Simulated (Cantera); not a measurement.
An adiabatic, constant-pressure homogeneous reactor starts with CO : H2 : O2 : N2 = 1 : 0.15 : 0.639 : 2.4 (molar parts), equivalence ratio 0.90, at 1298 K and 1.01 bar. Integrator tolerance rtol = 1e-08.

Model: GRI-Mech 3.0 (53 species, 325 reactions), integrated in Cantera.

**Question.** What does this change do: pressure from 1.01 bar to 14.0 bar?

**Answer.** 
```tsv
quantity	before	after
time of steepest temperature rise	55.7 µs	10.6 µs
temperature at 0.300 s	2679 K	2859 K
equilibrium temperature	2679 K	2859 K
x(CO) at 0.300 s	0.0779 (gas-phase equilibrium 0.0779)	0.0575 (gas-phase equilibrium 0.0575)
x(H2) at 0.300 s	0.00200 (gas-phase equilibrium 0.00200)	0.00133 (gas-phase equilibrium 0.00133)
x(O2) at 0.300 s	0.0452 (gas-phase equilibrium 0.0452)	0.0358 (gas-phase equilibrium 0.0358)
x(NO) at 0.300 s	0.0128 (gas-phase equilibrium 0.0128)	0.0148 (gas-phase equilibrium 0.0148)
x(NO2) at 0.300 s	4.45e-6 (gas-phase equilibrium 4.45e-6)	1.47e-5 (gas-phase equilibrium 1.47e-5)
x(H2O) at 0.300 s	0.0317 (gas-phase equilibrium 0.0317)	0.0345 (gas-phase equilibrium 0.0345)
```
The hydrogen kinetics of GRI-Mech 3.0 are dated; newer H2 mechanisms differ, most at raised pressure. The pressure lies above the range GRI-Mech 3.0 was tuned for (to about 10 atm).

**Question.** What does this change do: H2 0.15 to 0.058 parts?

**Answer.** 
```
quantity                                                            before                                      after
---------------------------------  ---------------------------------------  -----------------------------------------
time of steepest temperature rise                                  55.7 µs                                    83.4 µs
temperature at 0.300 s                                              2679 K                                     2658 K
equilibrium temperature                                             2679 K                                     2658 K
x(CO) at 0.300 s                     0.0779 (gas-phase equilibrium 0.0779)      0.0696 (gas-phase equilibrium 0.0696)
x(H2) at 0.300 s                   0.00200 (gas-phase equilibrium 0.00200)  0.000613 (gas-phase equilibrium 0.000613)
x(O2) at 0.300 s                     0.0452 (gas-phase equilibrium 0.0452)      0.0533 (gas-phase equilibrium 0.0533)
x(NO) at 0.300 s                     0.0128 (gas-phase equilibrium 0.0128)      0.0136 (gas-phase equilibrium 0.0136)
x(NO2) at 0.300 s                  4.45e-6 (gas-phase equilibrium 4.45e-6)    5.24e-6 (gas-phase equilibrium 5.24e-6)
x(H2O) at 0.300 s                    0.0317 (gas-phase equilibrium 0.0317)      0.0116 (gas-phase equilibrium 0.0116)
```
